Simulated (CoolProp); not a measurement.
Vapour-liquid equilibrium of propane (1) + R134a (2) at 0.191 MPa; x and y are mole fractions of (1).

The numbers come from the multi-fluid Helmholtz-energy mixture model, Lemmon 2009 and Tillner-Roth 1994; pair parameters Bell 2016 in CoolProp.

Question: Give the bubble temperature and the first vapour's composition at x = 0.2, 0.5, 0.65. Is there an azeotrope?

Answer: x = 0.2: 243.3 K, y = 0.600; x = 0.5: 241.1 K, y = 0.660; x = 0.65: 241.0 K, y = 0.671. y crosses x between x = 0.65 and 0.8: the model has an azeotrope there.

The pair parameters rest on a limited set of measurements; away from them the model extrapolates. With so large a gap from Raoult's law the liquid may split in two, which this calculation doesn't test in full.
